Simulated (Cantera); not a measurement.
**Thermodynamics of silicon nitride deposition, feed trisilylamine + N₂**

Charge: 1 mol trisilylamine, a varied amount of N₂, at 1325 °C and 1100 Pa.

Method: chemical equilibrium by Gibbs-energy minimisation in Cantera with the NASA 1993 tables (ideal gas, pure condensed phases). Candidate condensed phases: Si, Si₃N₄; 18 gas species. The feed counts by its element totals alone. Mutual solubility and eutectic melting of coexisting phases are not modelled. Rates play no part.

| n(N₂) (mol) | x H₂ | x N₂ | x H | x Si | x SiH₂ | x SiH | x Si₂N | x NH₃ | n Si(s) | n Si₃N₄(s) |
|---|---|---|---|---|---|---|---|---|---|---|
| 0.35 | 0.973 | 0.0263 | 0.000501 | 8.53e-6 | 4.77e-6 | 1.94e-6 | 2.11e-7 | 8.04e-8 | 1.91 | 0.364 |
| 0.41 | 0.973 | 0.0263 | 0.000501 | 8.53e-6 | 4.77e-6 | 1.94e-6 | 2.11e-7 | 8.04e-8 | 1.82 | 0.394 |
| 0.48 | 0.973 | 0.0263 | 0.000501 | 8.53e-6 | 4.77e-6 | 1.94e-6 | 2.11e-7 | 8.04e-8 | 1.71 | 0.429 |
| 0.56 | 0.973 | 0.0263 | 0.000501 | 8.53e-6 | 4.77e-6 | 1.94e-6 | 2.11e-7 | 8.04e-8 | 1.59 | 0.469 |
| 0.66 | 0.973 | 0.0263 | 0.000501 | 8.53e-6 | 4.77e-6 | 1.94e-6 | 2.11e-7 | 8.04e-8 | 1.44 | 0.519 |
| 0.77 | 0.973 | 0.0263 | 0.000501 | 8.53e-6 | 4.77e-6 | 1.94e-6 | 2.11e-7 | 8.04e-8 | 1.28 | 0.574 |
| 0.9 | 0.973 | 0.0263 | 0.000501 | 8.53e-6 | 4.77e-6 | 1.94e-6 | 2.11e-7 | 8.04e-8 | 1.08 | 0.639 |
| 1.1 | 0.973 | 0.0263 | 0.000501 | 8.53e-6 | 4.77e-6 | 1.94e-6 | 2.11e-7 | 8.04e-8 | 0.783 | 0.739 |
| 1.2 | 0.973 | 0.0263 | 0.000501 | 8.53e-6 | 4.77e-6 | 1.94e-6 | 2.11e-7 | 8.04e-8 | 0.633 | 0.789 |
| 1.5 | 0.973 | 0.0263 | 0.000501 | 8.53e-6 | 4.77e-6 | 1.94e-6 | 2.11e-7 | 8.04e-8 | 0.183 | 0.939 |
| 1.7 | 0.957 | 0.0425 | 0.000497 | 6.19e-6 | 3.41e-6 | 1.39e-6 | 1.41e-7 | 9.97e-8 | 0 | 1.000 |
| 2 | 0.900 | 0.1000 | 0.000482 | 3.50e-6 | 1.81e-6 | 7.65e-7 | 6.94e-8 | 1.39e-7 | 0 | 1.000 |
| 2.3 | 0.849 | 0.151 | 0.000468 | 2.66e-6 | 1.30e-6 | 5.64e-7 | 4.92e-8 | 1.57e-7 | 0 | 1.000 |
x: gas mole fraction; n: condensed amount in mol.

From 0.35 mol N₂ to 1.5 mol N₂ the condensed part is Si(s) + Si₃N₄(s). From 1.7 mol N₂ to 2.3 mol N₂ the condensed part is Si₃N₄(s). The main Si-bearing gas is Si throughout.
